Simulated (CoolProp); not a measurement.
Vapour-liquid equilibrium of sulfur dioxide (1) + toluene (2) at 74.8 kPa; x and y are mole fractions of (1).

Model: multi-fluid Helmholtz-energy mixture model, Gao 2016 and Lemmon 2006; pair parameters Bell 2016, in CoolProp.

### Question
Give the bubble temperature and the first vapour's composition at x = 0.2, 0.5, 0.65. Is there an azeotrope?

### Answer
x = 0.2: 299.8 K, y = 0.955; x = 0.5: 271.5 K, y = 0.995; x = 0.65: 265.3 K, y = 0.998. No azeotrope shows between x = 0.05 and 0.95.

Pair parameters are fitted to limited data, so mixtures are less certain than the pure fluids. The gap from Raoult's law changes sign with composition, which may be real or a fault of the pair parameters; it wasn't checked against measurements.
